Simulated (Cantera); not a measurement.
Input: 1 mol BaF2, 0.27 mol H2O, 13 mol H2, equilibrated at 0.000825 Torr.

These are equilibrium values from Cantera (NASA tables, ideal gas, pure condensed phases), not measurements of a reactor. Candidate condensed phases: Ba, BaF2, BaO, Ba(OH)2, H2O; 27 gas species. The numbers say what is thermodynamically allowed, not how fast it happens.

log p: log10 of the partial pressure in bar; nothing condenses.

| T (°C) | log p H2 | log p H | log p HF | log p BaF | log p BaF2 | log p H2O | log p Ba |
|---|---|---|---|---|---|---|---|
| 1352 | -6.05 | -7.18 | -7.34 | -7.38 | -7.53 | -7.71 | -8.76 |
| 1402 | -6.07 | ? | -7.29 | -7.34 | ? | -7.72 | ? |
| 1452 | -6.10 | -6.78 | -7.26 | -7.33 | -7.74 | -7.74 | -8.40 |
| 1502 | -6.15 | -6.61 | -7.23 | -7.33 | -7.87 | -7.76 | -8.25 |
| 1552 | ? | ? | -7.22 | -7.34 | ? | -7.80 | ? |
| 1602 | -6.30 | -6.33 | -7.22 | -7.38 | -8.14 | -7.85 | -8.04 |
| 1652 | -6.42 | -6.23 | -7.22 | -7.42 | -8.28 | -7.95 | -7.97 |

Task: Fill in the missing entries.

Result: 
- 1552, log p H2: -6.21
- 1552, log p H: -6.46
- 1552, log p BaF2: -8.00
- 1552, log p Ba: -8.13
- 1402, log p H: -6.97
- 1402, log p BaF2: -7.63
- 1402, log p Ba: -8.57
